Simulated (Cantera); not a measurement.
Feed: 1 mol B2O3, 2.7 mol N2, 20 mol H2, equilibrated at 1125 °C.

Cantera equilibrium calculation (NASA polynomials, part measured and part estimated; ideal gas, pure solids and liquids). Candidate condensed phases: B, BN, B2O3, B3O3H3, H2O; 39 gas species. N2 is the only nitrogen source here; it is nearly inert below about 1500 K, so the nitride shown seldom forms there in practice. Mutual solubility and eutectic melting of coexisting phases are not modelled. Gases not in the tables: H3BO3. Equilibrium is a limit: real reactors are often held back by kinetics, nucleation or transport.

log p: log10 of the partial pressure in bar; n: condensed amount in mol.

```tsv
P (Pa)	log p H2	log p N2	log p B2O3	log p HBO2	log p HBO	log p H2O	n B2O3(l)	n BN(s)
10	-4.08	-4.94	-5.64	-5.81	-5.91	-7.53	0.0795	0
37	___	___	-5.64	___	___	___	___	0
140	-2.91	-3.78	-5.64	-5.17	-5.38	-6.26	0.861	0.0182
520	-2.34	-3.21	-5.64	-4.79	-5.19	-5.50	0.928	0.0232
1900	-1.78	-2.65	-5.64	-4.41	-5.00	-4.75	0.955	0.0255
7200	___	___	-5.64	___	___	___	0.967	___
27000	-0.62	-1.50	-5.64	-3.64	-4.61	-3.21	0.969	0.0400
100000	-0.06	-0.93	-5.64	-3.27	-4.42	-2.46	0.965	0.0568
```

Question: Complete the blanks.

Answer: 
- 7200, log p H2: -1.20
- 7200, log p N2: -2.07
- 7200, log p HBO2: -4.03
- 7200, log p HBO: -4.81
- 7200, log p H2O: -3.98
- 7200, n BN(s): 0.0303
- 37, log p H2: -3.50
- 37, log p N2: -4.36
- 37, log p HBO2: -5.54
- 37, log p HBO: -5.59
- 37, log p H2O: -7.01
- 37, n B2O3(l): 0.673
